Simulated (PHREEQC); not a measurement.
A solution holds 0.0128 mol TMAH and 0.0026 mol K2SO4 per kg of water, at 40 °C. Closed to the air; pH follows from the charge balance.

Computed with PHREEQC (ion-association model, wateq4f.dat).

**Question.** The ionic strength comes out as 0.0205 mol/kgw. What activity coefficients do OH-, K+, SO4-2, KSO4- get?

**Answer.** OH- 0.86, K+ 0.86, SO4-2 0.57, KSO4- 0.87.

Precipitation was switched off in this run. (CH3)4N+ isn't in the database: it is added as a free cation with an ion size of 4 Å. Away from 25 °C the constants follow the database's enthalpies or fits; those with neither stay at their 25 °C values.
